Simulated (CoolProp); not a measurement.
R115 at several states: Z from the reference equation and from simpler models built on Tc = 80.0 °C, pc = 3.129 MPa, ω = 0.248; each cubic takes its own stable root.

Model: reference Helmholtz-energy equation of state, Lemmon 2016, in CoolProp.

```
T (°C)  p (MPa)  phase  reference
------  -------  -----  ---------
214.85    0.936    gas     0.9690
22.75     0.193    gas     0.9631
38.35     0.049    gas     0.9923
```

**Question.** How far does each simpler model (Pitzer virial, Soave-Redlich-Kwong, Peng-Robinson) lie from the reference over these 3 states: mean and median of the absolute difference, and the worst?

**Answer.** 
- Pitzer virial: mean 0.1 %, median 0.1 %, worst -0.2 % at 22.75 °C and 0.193 MPa
- Soave-Redlich-Kwong: mean 0.1 %, median 0.1 %, worst +0.2 % at 214.85 °C and 0.936 MPa
- Peng-Robinson: mean 0.4 %, median 0.4 %, worst -0.6 % at 214.85 °C and 0.936 MPa
